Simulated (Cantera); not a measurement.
A Cantera script and its output.

```python
import numpy as np
import cantera as ct

gas = ct.Solution("gri30.yaml", transport_model="mixture-averaged")
show = ['H', 'N2', 'NO']

rows = []
print(f"{'T/K':>7s}{'rho':>11s}{'cp':>10s}{'mu':>11s}{'lambda':>11s}{'Pr':>7s}" + "".join(f"{'D_' + s:>11s}" for s in show))
for T in [400, 600, 800, 1000, 1200, 1400]:
    gas.TPX = T, 2200, {'N2O': 0.22}
    Pr = gas.cp_mass * gas.viscosity / gas.thermal_conductivity
    D = [gas.mix_diff_coeffs_mole[gas.species_index(s)] for s in show]
    rows.append([gas.density, gas.cp_mass, gas.viscosity, gas.thermal_conductivity, Pr, *D])
    print(f"{T:7g}{gas.density:11.4e}{gas.cp_mass:10.1f}{gas.viscosity:11.4e}"
          f"{gas.thermal_conductivity:11.4e}{Pr:7.3f}" + "".join(f"{d:11.4e}" for d in D))
print("SI units: kg/m3, J/kg/K, Pa s, W/m/K, m2/s")
```

It prints:

```
    T/K        rho        cp         mu     lambda     Pr        D_H       D_N2       D_NO
    400 2.9115e-02     970.3 1.9459e-05 2.5465e-02  0.741 7.6471e-03 1.2143e-03 1.1894e-03
    600 1.9410e-02    1101.3 2.7324e-05 4.0717e-02  0.739 1.5793e-02 2.4757e-03 2.4249e-03
    800 1.4557e-02    1191.6 3.4048e-05 5.4884e-02  0.739 2.6030e-02 4.0542e-03 3.9712e-03
   1000 1.1646e-02    1254.7 4.0022e-05 6.7953e-02  0.739 3.8119e-02 5.9154e-03 5.7942e-03
   1200 9.7048e-03    1294.3 4.5464e-05 8.0076e-02  0.735 5.1900e-02 8.0362e-03 7.8715e-03
   1400 8.3184e-03    1326.8 5.0510e-05 9.1407e-02  0.733 6.7260e-02 1.0400e-02 1.0187e-02
SI units: kg/m3, J/kg/K, Pa s, W/m/K, m2/s
```

Computed with Cantera and GRI-Mech 3.0 (53 species, 325 reactions). The composition is frozen, though it would react at the higher temperatures.
